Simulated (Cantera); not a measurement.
**toluene + NH3 (carbon deposition, reforming and gasification)**

Charge: 1 mol toluene, 0.035 mol NH3, at 13.0 bar.

Cantera equilibrium calculation (NASA polynomials, part measured and part estimated; ideal gas, pure solids and liquids). Candidate condensed phases: C, C6H6, C7H8, C8H18; 92 gas species. Rates play no part.

```csv
T (°C),log p H2,log p CH4,log p C2H2 (acetylene),log p N2,log p H,log p HCN,n C(graphite)
1450,1.11,-0.78,-2.94,-1.26,-3.19,-2.46,6.95
1525,1.11,-0.90,-2.66,-1.27,-2.90,-2.30,6.96
1600,1.11,-1.00,-2.40,-1.28,-2.64,-2.15,6.96
1675,1.11,-1.09,-2.16,-1.29,-2.39,-2.01,6.97
1750,1.11,-1.18,-1.94,-1.31,-2.17,-1.89,6.97
1825,1.11,-1.26,-1.74,-1.33,-1.96,-1.78,6.97
1900,1.11,-1.34,-1.55,-1.35,-1.76,-1.68,6.96
1975,1.11,-1.41,-1.37,-1.38,-1.58,-1.59,6.95
2050,1.11,-1.47,-1.21,-1.41,-1.41,-1.51,6.94
```
log p: log10 of the partial pressure in bar; n: condensed amount in mol.

From 1450 °C to 2050 °C the condensed part is C(graphite). The main C-bearing gas is CH4 at 1450 °C and C2H2 (acetylene) at 2050 °C.
